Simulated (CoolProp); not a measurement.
Vapour-liquid equilibrium of R142b (1) + R113 (2) at 218 kPa; x and y are mole fractions of (1).

Model: multi-fluid Helmholtz-energy mixture model, Lemmon 2006 and Marx 1992; pair parameters Bell 2016, in CoolProp.

| x | bubble temperature, mixture model (°C) | bubble temperature, Raoult's law (°C) | y, mixture model | y, Raoult's law |
|---|---|---|---|---|
| 0.05 | 64.3 | 65.5 | 0.242 | 0.229 |
| 0.125 | 53.9 | 56.4 | 0.480 | 0.460 |
| 0.2 | … | 49.0 | 0.626 | 0.610 |
| 0.275 | 39.6 | 42.8 | 0.721 | 0.713 |
| 0.35 | 34.5 | 37.6 | 0.787 | 0.786 |
| 0.425 | 30.3 | 33.1 | 0.834 | 0.839 |
| 0.5 | 26.9 | 29.2 | 0.869 | 0.879 |
| 0.575 | 23.9 | 25.7 | 0.897 | 0.910 |
| 0.65 | 21.3 | 22.6 | … | 0.935 |
| 0.725 | 18.9 | 19.8 | 0.940 | 0.954 |
| 0.8 | 16.7 | 17.3 | 0.958 | 0.970 |
| 0.875 | 14.7 | 14.9 | 0.974 | 0.983 |
| 0.95 | 12.8 | 12.8 | … | 0.994 |

Some entries are withheld; supply them.


- 0.2, bubble temperature, mixture model (°C): 45.9
- 0.65, y, mixture model: 0.920
- 0.95, y, mixture model: 0.990

The largest gap from Raoult's law is -3.2 K in bubble temperature, at x = 0.275. No azeotrope shows between x = 0.05 and 0.95.

The pair parameters rest on a limited set of measurements; away from them the model extrapolates.
